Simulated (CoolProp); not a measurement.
Vapour-liquid equilibrium of dimethyl ether (1) + R227EA (2) at 207.9 K; x and y are mole fractions of (1).

Computed with CoolProp (multi-fluid Helmholtz-energy mixture model, Wu 2011 and Lemmon 2016; pair parameters Bell 2016).

```json
[
 {"x": "0.05", "bubble pressure, mixture model (bar)": "0.06292", "bubble pressure, Raoult's law (bar)": "0.06850", "y, mixture model": "0.012", "y, Raoult's law": "0.085"},
 {"x": "0.125", "bubble pressure, mixture model (bar)": "0.05785", "bubble pressure, Raoult's law (bar)": "0.07226", "y, mixture model": "0.052", "y, Raoult's law": "0.201"},
 {"x": "0.2", "bubble pressure, mixture model (bar)": "0.05359", "bubble pressure, Raoult's law (bar)": "0.07601", "y, mixture model": "0.129", "y, Raoult's law": "0.305"},
 {"x": "0.275", "bubble pressure, mixture model (bar)": "0.05137", "bubble pressure, Raoult's law (bar)": "0.07976", "y, mixture model": "0.251", "y, Raoult's law": "0.400"},
 {"x": "0.35", "bubble pressure, mixture model (bar)": "0.05188", "bubble pressure, Raoult's law (bar)": "0.08351", "y, mixture model": "0.406", "y, Raoult's law": "0.486"},
 {"x": "0.425", "bubble pressure, mixture model (bar)": "0.05524", "bubble pressure, Raoult's law (bar)": "0.08727", "y, mixture model": "0.564", "y, Raoult's law": "0.565"},
 {"x": "0.5", "bubble pressure, mixture model (bar)": "0.06106", "bubble pressure, Raoult's law (bar)": "0.09102", "y, mixture model": "0.698", "y, Raoult's law": "0.637"},
 {"x": "0.575", "bubble pressure, mixture model (bar)": "0.06866", "bubble pressure, Raoult's law (bar)": "0.09477", "y, mixture model": "0.800", "y, Raoult's law": "0.704"},
 {"x": "0.65", "bubble pressure, mixture model (bar)": "0.07727", "bubble pressure, Raoult's law (bar)": "0.09852", "y, mixture model": "0.871", "y, Raoult's law": "0.766"},
 {"x": "0.725", "bubble pressure, mixture model (bar)": "0.08621", "bubble pressure, Raoult's law (bar)": "0.1023", "y, mixture model": "0.919", "y, Raoult's law": "0.823"},
 {"x": "0.8", "bubble pressure, mixture model (bar)": "0.09496", "bubble pressure, Raoult's law (bar)": "0.1060", "y, mixture model": "0.952", "y, Raoult's law": "0.875"},
 {"x": "0.875", "bubble pressure, mixture model (bar)": "0.1033", "bubble pressure, Raoult's law (bar)": "0.1098", "y, mixture model": "0.975", "y, Raoult's law": "0.925"},
 {"x": "0.95", "bubble pressure, mixture model (bar)": "0.1111", "bubble pressure, Raoult's law (bar)": "0.1135", "y, mixture model": "0.991", "y, Raoult's law": "0.971"}
]
```

The largest gap from Raoult's law is -37.9 % in bubble pressure, at x = 0.35. y crosses x between x = 0.275 and 0.35: the model has an azeotrope there.

Pair parameters are fitted to limited data, so mixtures are less certain than the pure fluids.
